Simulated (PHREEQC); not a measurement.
PHREEQC input (ion-association model, wateq4f.dat):

```
SOLUTION_MASTER_SPECIES
  An  An-  0  An  62.0  # stands for a non-complexing anion
SOLUTION_SPECIES
  An- = An-
    -log_k 0
    -gamma 3.0 0
PHASES
  Fix_H+
    H+ = H+
    -log_k 0
SOLUTION 1
  temp 25
  units mmol/kgw
  pH 7 charge
  Na 5
  An 5
END
SELECTED_OUTPUT 1
  -reset false
  -pH true
  -pe true
  -ionic_strength true
  -water true
  -totals Na
  -molalities Hfo_wOH Hfo_wOH2+ Hfo_wO- Hfo_sOH Hfo_sOH2+ Hfo_sO-
USER_PUNCH 1
  -headings sigma psi
  10 PUNCH EDL("sigma", "Hfo"), EDL("psi", "Hfo")
PRINT
  -reset false
USE solution 1
SURFACE 1
  Hfo_wOH 0.000314607 600 0.14
  Hfo_sOH 7.86517e-06
EQUILIBRIUM_PHASES 1
  Fix_H+ -3 HAn 10
    -force_equality true
  O2(g) -0.68 10
END
# ... the last block is repeated for the other 12 points of pH, with NaOH or the acid as the point needs
```

Selected output (columns that matter, 13 of 13 rows; pH added in front):

```
pH	mu	Na	m_Hfo_wOH	m_Hfo_wOH2+	m_Hfo_wO-	m_Hfo_sOH	m_Hfo_sOH2+	m_Hfo_sO-	sigma	psi
3	0.0062098	0.005	5.6757e-05	0.00025756	2.8652e-07	1.4189e-06	6.4391e-06	7.1629e-09	0.30293	0.21492
3.67	0.005326	0.005	0.00012259	0.0001902	1.8102e-06	3.0649e-06	4.7551e-06	4.5255e-08	0.22182	0.20286
4.33	0.0051144	0.005	0.00017812	0.00013094	5.5506e-06	4.4529e-06	3.2735e-06	1.3876e-07	0.14764	0.18301
5	0.00505	0.005	0.00021417	8.8573e-05	1.1864e-05	5.3543e-06	2.2143e-06	2.9659e-07	0.090322	0.15815
5.67	0.0050246	0.005	0.00023201	6.3027e-05	1.9566e-05	5.8003e-06	1.5757e-06	4.8915e-07	0.051173	0.12931
6.33	0.0050122	0.005	0.00023878	4.936e-05	2.6463e-05	5.9696e-06	1.234e-06	6.6157e-07	0.02696	0.09729
7	0.0050056	0.005	0.0002409	4.2204e-05	3.1501e-05	6.0225e-06	1.0551e-06	7.8753e-07	0.012602	0.061906
7.67	0.0050018	0.005	0.00024144	3.8352e-05	3.4819e-05	6.0359e-06	9.588e-07	8.7048e-07	0.0041597	0.024787
8.33	0.0050032	0.0050041	0.00024149	3.5701e-05	3.742e-05	6.0371e-06	8.9253e-07	9.355e-07	-0.0020238	-0.01241
9	0.0050149	0.005019	0.00024117	3.2734e-05	4.0705e-05	6.0292e-06	8.1834e-07	1.0176e-06	-0.0093855	-0.049849
9.67	0.0050599	0.0050692	0.00023978	2.8317e-05	4.6513e-05	5.9944e-06	7.0792e-07	1.1628e-06	-0.021425	-0.085908
10.33	0.00525	0.0052685	0.00023488	2.1826e-05	5.7905e-05	5.8719e-06	5.4564e-07	1.4476e-06	-0.042481	-0.11879
11	0.0061242	0.0061594	0.00021906	1.338e-05	8.2163e-05	5.4766e-06	3.3451e-07	2.0541e-06	-0.080988	-0.14765
```

The oxide is taken as insoluble; below pH 4 it would dissolve.
